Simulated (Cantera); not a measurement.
A closed system holds: 1 mol SiHCl₃, 0.057 mol Cl₂, 62 mol H₂, equilibrated at 1377 °C and 530 Pa.

Cantera equilibrium calculation (NASA polynomials, part measured and part estimated; ideal gas, pure solids and liquids). Candidate condensed phases: Si; 19 gas species. The tables' values for SiCl, SiCl₃ are old estimates; treat these amounts as uncertain. The numbers say what is thermodynamically allowed, not how fast it happens.

Base state: H₂ 0.955, HCl 0.0378, SiCl₂ 0.00532, H 0.00122, Si 5.05e-5, Cl 3.78e-5, SiCl 3.25e-5, SiCl₃ 1.56e-5 (mole fractions); condensed: Si(s).

Problem. What changes in the equilibrium state with this change: temperature from 1377 °C to 1027 °C?

Solution. 
```
species      before    after
----------  -------  -------
H₂            0.955    0.956
HCl          0.0378   0.0394
SiCl₂       0.00532  0.00432
H           0.00122  1.49e-5
Si          5.05e-5  8.17e-9
SiCl₄       1.00e-7  2.71e-5
Si(s), mol    0.651    0.710
```
The tables' values for SiCl₃ are old estimates; treat these amounts as uncertain.

Problem. What changes in the equilibrium state with this change: temperature from 1377 °C to 1277 °C?

Solution. 
| species | before | after |
|---|---|---|
| H₂ | 0.955 | 0.956 |
| HCl | 0.0378 | 0.0383 |
| SiCl₂ | 0.00532 | 0.00511 |
| H | 0.00122 | 0.000423 |
| Si | 5.05e-5 | 6.27e-6 |
| SiCl | 3.25e-5 | 8.63e-6 |
| Cl | 3.78e-5 | 1.35e-5 |
| SiCl₃ | 1.56e-5 | 2.66e-5 |
| Si(s), mol | 0.651 | 0.670 |
The tables' values for SiCl₃ are old estimates; treat these amounts as uncertain.

Problem. What changes in the equilibrium state with this change: temperature from 1377 °C to 1125 °C?

Solution. 
```json
[
 {"species": "H₂", "before": "0.955", "after": "0.956"},
 {"species": "HCl", "before": "0.0378", "after": "0.0390"},
 {"species": "SiCl₂", "before": "0.00532", "after": "0.00468"},
 {"species": "H", "before": "0.00122", "after": "6.37e-5"},
 {"species": "Si", "before": "5.05e-5", "after": "1.48e-7"},
 {"species": "SiCl", "before": "3.25e-5", "after": "7.93e-7"},
 {"species": "Si(s), mol", "before": "0.651", "after": "0.695"}
]
```
The tables' values for SiCl₃ are old estimates; treat these amounts as uncertain.
